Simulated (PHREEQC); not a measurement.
PHREEQC input (Pitzer model, pitzer.dat):

```
SOLUTION 1
  temp 25
  units mol/kgw
  pH 7 charge
  Cl 0.0037
  Na 0.4237
  S(6) 0.2149
  Mg 0.0049
END
USE solution 1
INCREMENTAL_REACTIONS false
REACTION 1
  H2O -1
  0 9.886 18.011 24.689 30.178 34.689 38.397 41.444
  43.949 46.007 47.699 49.089 50.232 51.172 51.944 52.578
  53.1 moles
EQUILIBRIUM_PHASES 1
  Bischofite 0 0
  Bloedite 0 0
  Brucite 0 0
  Epsomite 0 0
  Halite 0 0
  Hexahydrite 0 0
  Kieserite 0 0
  Mirabilite 0 0
  Thenardite 0 0
  MgCl2_4H2O 0 0
SELECTED_OUTPUT 1
  -reset false
  -pH true
  -pe true
  -ionic_strength true
  -water true
  -activities H2O
  -totals Cl Mg Na S
  -molalities H+ Na+ Mg+2 Cl- SO4-2 OH- HSO4- MgOH+
  -equilibrium_phases Bischofite Bloedite Brucite Epsomite Halite Hexahydrite Kieserite Mirabilite Thenardite MgCl2_4H2O
PRINT
  -reset false
END
```

Selected output (columns that matter, 15 of 17 rows; water left (kg) added in front):

```
water left (kg)	pH	mu	Cl	Mg	Na	S	m_H+	m_Na+	m_Mg+2	m_Cl-	m_SO4-2	m_OH-	la_H2O	Mirabilite
1	7.2674	0.6533	0.0037	0.0049	0.4237	0.2149	1.0298e-07	0.4237	0.0049	0.0037	0.2149	3.0225e-07	-0.0037558	0
0.821894	7.2757	0.79487	0.0045018	0.0059618	0.51552	0.26147	1.0503e-07	0.51552	0.0059618	0.0045018	0.26147	3.1534e-07	-0.0044948	0
0.675514	7.2828	0.96711	0.0054773	0.0072537	0.62723	0.31813	1.0735e-07	0.62723	0.0072537	0.0054773	0.31813	3.2784e-07	-0.0053746	0
0.555203	7.2884	1.1767	0.0066642	0.0088256	0.76314	0.38707	1.0989e-07	0.76314	0.0088255	0.0066642	0.38707	3.3933e-07	-0.0064216	0
0.375043	7.2939	1.7419	0.0098655	0.013065	1.1297	0.573	1.1527e-07	1.1297	0.013065	0.0098655	0.573	3.5713e-07	-0.0091529	0
0.30824	7.2931	2.1195	0.012004	0.015897	1.3746	0.69718	1.1777e-07	1.3746	0.015897	0.012004	0.69718	3.6201e-07	-0.010929	0
0.253345	7.2893	2.5787	0.014605	0.019341	1.6724	0.84825	1.1979e-07	1.6724	0.019341	0.014605	0.84825	3.6298e-07	-0.013065	0
0.208215	7.2814	3.1376	0.01777	0.023533	2.0349	1.0321	1.2095e-07	2.0349	0.023533	0.01777	1.0321	3.5893e-07	-0.015656	0
0.171138	7.2684	3.8174	0.02162	0.028632	2.4758	1.2557	1.2077e-07	2.4758	0.028632	0.02162	1.2557	3.4856e-07	-0.018837	0
0.140655	7.2482	4.6447	0.026306	0.034837	3.0123	1.5279	1.1864e-07	3.0123	0.034837	0.026306	1.5279	3.3056e-07	-0.022808	0
0.115613	7.2183	5.6508	0.032003	0.042383	3.6648	1.8588	1.1391e-07	3.6648	0.042383	0.032003	1.8588	3.0383e-07	-0.027859	0
0.0616757	7.1172	6.1621	0.059991	0.079448	3.9162	2.0075	1.3202e-07	3.9162	0.079447	0.059991	2.0075	2.4613e-07	-0.030598	0.091083
0.0402232	7.0332	6.3254	0.091987	0.12182	3.9227	2.0372	1.532e-07	3.9227	0.12182	0.091987	2.0372	2.1027e-07	-0.031556	0.13296
0.0226091	6.8935	6.6928	0.16365	0.21673	3.9385	2.1041	1.9113e-07	3.9385	0.21673	0.16365	2.1041	1.6484e-07	-0.033794	0.16733
0.00812731	6.5359	8.2155	0.45525	0.60291	4.021	2.3858	2.8527e-07	4.021	0.6029	0.45525	2.3858	9.6973e-08	-0.044381	0.19551
```
